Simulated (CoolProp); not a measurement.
Computed with CoolProp (reference Helmholtz-energy equation of state, Lemmon 2005). It is a short technical equation, of lower accuracy than the large ones.

**Question.** For isobutene, give the phase and the cp (kJ/(kg K)), cv (kJ/(kg K)), speed of sound (m/s), Joule-Thomson coefficient (K/MPa) at 184.85 °C and 62.7 bar; 184.85 °C and 138 bar.

**Answer.** 
- 184.85 °C and 62.7 bar: supercritical; cp 4.80, cv 2.26, speed of sound 171, Joule-Thomson coefficient 8.42
- 184.85 °C and 138 bar: supercritical; cp 3.14, cv 2.17, speed of sound 403, Joule-Thomson coefficient 0.784
